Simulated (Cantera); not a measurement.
A perfectly stirred reactor is fed with 20.0 % H₂, 80.0 % O₂, equivalence ratio 0.12, at 2.03 Torr; it is held at 925 K, and followed from long to short residence time.

Detailed kinetics in Cantera: GRI-Mech 3.0 (53 species, 325 reactions). Radical loss at walls, strong at low pressure, is not modelled. Below about 950 K walls govern HO2 and H2O2 in real vessels. The temperature is held fixed by assumption; the heat of reaction is taken as removed at once.

One state of this run: x H₂ = 0.0780; x O₂ = 0.747; x HO₂ = 2.82e-6; x H = 0.0618; x H₂O₂ = 6.33e-8. x: mole fraction; the columns are a selection and need not sum to one.

**Question.** Which value of τ (s) does it belong to?
A. 0.11
B. 0.056
C. 0.0076
D. 0.42

**Answer.** C, 0.0076
